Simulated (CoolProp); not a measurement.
Computed with CoolProp (reference Helmholtz-energy equation of state, McLinden 2020).

Task: For R1336mzz(Z), give the phase and the density (kg/m³), expansivity (1/kK), fugacity coefficient at 137.95 °C and 1010 kPa; 137.95 °C and 3690 kPa.

Result: 
- 137.95 °C and 1010 kPa: gas; density 60.0, expansivity 5.16, fugacity coefficient 0.838
- 137.95 °C and 3690 kPa: liquid; density 1020, expansivity 4.46, fugacity coefficient 0.353
